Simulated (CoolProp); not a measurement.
Vapour-liquid equilibrium of benzene (1) + octamethylcyclotetrasiloxane (D4) (2) at 348.9 K; x and y are mole fractions of (1).

Values from CoolProp's multi-fluid Helmholtz-energy mixture model, Thol 2012 and Thol 2015; pair parameters Bell 2016.

```csv
x,bubble pressure (MPa),y at the bubble point,dew pressure at overall composition x (MPa),liquid density (mol/L)
0.05,0.006581,0.575,0.003079,3.138
0.125,0.01281,0.799,0.003332,3.350
0.2,0.01953,0.879,0.003630,3.588
0.275,?,?,0.003987,3.854
0.35,0.03309,0.942,0.004422,4.155
0.425,0.03955,0.957,0.004963,4.498
0.5,?,?,0.005656,4.893
0.575,0.05182,0.975,0.006575,5.351
0.65,0.05785,0.981,0.007851,5.890
0.725,0.06400,0.986,?,?
0.8,0.07039,0.991,0.01287,7.310
0.875,0.07709,?,0.01898,8.268
0.95,0.08400,0.998,0.03641,9.478
```

Task: What belongs in the gaps?

Result: 
- 0.275, bubble pressure (MPa): 0.02638
- 0.275, y at the bubble point: 0.919
- 0.5, bubble pressure (MPa): 0.04577
- 0.5, y at the bubble point: 0.967
- 0.725, dew pressure at overall composition x (MPa): 0.009748
- 0.725, liquid density (mol/L): 6.532
- 0.875, y at the bubble point: 0.995

No azeotrope shows between x = 0.05 and 0.95.

Pair parameters are fitted to limited data, so mixtures are less certain than the pure fluids. The gap from Raoult's law changes sign with composition, which may be real or a fault of the pair parameters; it wasn't checked against measurements.
